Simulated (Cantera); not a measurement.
A Cantera script and its output.

```python
import numpy as np
import cantera as ct

gas = ct.Solution("gri30.yaml")
gas.TPX = 1300, 100000, {'C3H8': 1, 'H2': 7.7}
reactor = ct.IdealGasConstPressureReactor(gas, energy="off", clone=False)
net = ct.ReactorNet([reactor])
net.rtol, net.atol = 1e-08, 1e-18
show = ['C3H8', 'H2', 'H', 'C2H2', 'C2H4', 'CH4', 'CH2']
times = np.geomspace(2e-05, 2, 10)

steps = ct.SolutionArray(gas, extra=["t"])
rows = []
print(f"{'t/s':>10s}{'T/K':>9s}{'P/Pa':>11s}" + "".join(f"{s:>11s}" for s in show))
for t in times:
    while net.time < t:
        t_next = net.step()
        steps.append(gas.state, t=t_next)
    rows.append([np.interp(t, steps.t, y) for y in (steps.T, steps.P, *steps(*show).X.T)])
    print(f"{t:10.3e}{rows[-1][0]:9.1f}{rows[-1][1]:11.4g}" + "".join(f"{x:11.3e}" for x in rows[-1][2:]))
rate = np.gradient(steps.T, steps.t)
print("integrator steps:", len(steps.t))
if steps.T.max() > steps.T[0] + 200:
    print(f"time of steepest temperature rise: {steps.t[rate.argmax()]:.4e} s")
gas.TPX = 1300, 100000, {'C3H8': 1, 'H2': 7.7}
gas.equilibrate("TP")
print(f"equilibrium (TP): T = {gas.T:.1f} K  " + "  ".join(f"{s} {gas[s].X[0]:.3e}" for s in show))
```

Result:

```
       t/s      T/K       P/Pa       C3H8         H2          H       C2H2       C2H4        CH4        CH2
 2.000e-05   1300.0      1e+05  1.134e-01  8.838e-01  1.420e-05  8.845e-08  1.308e-03  1.125e-03  6.025e-09
 7.188e-05   1300.0      1e+05  1.037e-01  8.764e-01  2.304e-05  5.705e-06  9.775e-03  9.160e-03  1.540e-08
 2.583e-04   1300.0      1e+05  7.243e-02  8.522e-01  2.448e-05  1.066e-04  3.733e-02  3.587e-02  1.099e-08
 9.283e-04   1300.0      1e+05  2.022e-02  8.110e-01  2.399e-05  1.055e-03  8.209e-02  8.222e-02  3.121e-09
 3.336e-03   1300.0      1e+05  1.133e-03  7.947e-01  1.069e-05  3.970e-03  9.448e-02  1.021e-01  2.631e-10
 1.199e-02   1300.0      1e+05  1.938e-05  7.929e-01  6.772e-06  8.491e-03  8.922e-02  1.060e-01  1.016e-10
 4.309e-02   1300.0      1e+05  1.081e-05  7.900e-01  6.132e-06  1.766e-02  7.598e-02  1.135e-01  8.816e-11
 1.549e-01   1300.0      1e+05  8.058e-06  7.808e-01  5.064e-06  2.580e-02  5.939e-02  1.318e-01  6.982e-11
 5.565e-01   1300.0      1e+05  6.198e-06  7.585e-01  3.776e-06  2.301e-02  4.667e-02  1.702e-01  5.203e-11
 2.000e+00   1300.0      1e+05  3.579e-06  7.237e-01  2.402e-06  1.559e-02  3.059e-02  2.291e-01  3.067e-11
integrator steps: 1160
equilibrium (TP): T = 1300.0 K  C3H8 3.984e-07  H2 6.693e-01  H 9.111e-07  C2H2 3.280e-03  C2H4 6.232e-03  CH4 3.210e-01  CH2 7.142e-12
```

Cantera simulation using GRI-Mech 3.0 (53 species, 325 reactions); the numbers are that mechanism's predictions, not measurements. GRI-Mech 3.0 was tuned for natural gas; its chemistry of propane as a main component is partial and can be far from experiment. GRI-Mech 3.0 stops at C3 and has no aromatics, soot or wall deposition, so with more carbon than oxygen in the feed, carbon stays in small species such as C2H2 where larger ones or solid carbon would form.
